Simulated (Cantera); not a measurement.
Cantera run:

```python
import numpy as np
import cantera as ct

gas_names = """
    CL CLO CL2 H HCL HOCL HO2 H2 H2O H2O2 O OH O2 O3 Si SiCL SiCL2 SiCL3 SiCL4 SiH SiHCL3 SiH2 SiH2CL2
    SiH3 SiH3CL SiH4 SiO SiO2 Si2 Si3
""".split()
cond_names = """
    H2O(s) H2O(L) Si(cr) Si(L) SiO2(Lqz) SiO2(hqz) SiO2(L)
""".split()


# ... load() reads the species with a 1 bar reference pressure and builds the phases ...
atoms = {
    'SiH2Cl2': {'Si': 1, 'H': 2, 'CL': 2},
    'O3': {'O': 3},
}
top_T = {}  # K; cautious upper limits of use, not melting points


# ... equilibrate(T, P, feed) seeds the gas with the atoms and calls Mixture.equilibrate('TP', solver="vcs", rtol=1e-11, max_steps=5000) ...
results = []
feed = {'SiH2Cl2': 1, 'O3': 0.14}  # mol
T = 750  # K
P = 10000  # Pa
mix = equilibrate(T, P, feed)
results.append((T, P, feed, dict(zip(mix.species_names, mix.species_moles))))
x = sorted(zip(gas.X, gas.species_names), reverse=True)
print(f"T = {T:g} K  P = {P:g} Pa  gas = {mix.phase_moles(0):.4g} mol")
print("   x: " + "  ".join(f"{s} {v:.3e}" for v, s in x if v > 1e-05))
print("   condensed (mol): " + ("  ".join(f"{mix.phase(i).name} {mix.phase_moles(i):.4g}"
      for i in range(1, mix.n_phases) if mix.phase_moles(i) > 1e-12) or "none"))
```

Result:

```
T = 750 K  P = 10000 Pa  gas = 1.476 mol
   x: H2 6.436e-01  SiCL4 2.895e-01  SiHCL3 6.453e-02  HCL 1.307e-03  SiH2CL2 1.056e-03  SiCL3 6.002e-05
   condensed (mol): Si(cr) 0.2659  SiO2(Lqz) 0.21
```

These are equilibrium values from Cantera (NASA tables, ideal gas, pure condensed phases), not measurements of a reactor. The tables' values for SiCl3 are old estimates; treat these amounts as uncertain.
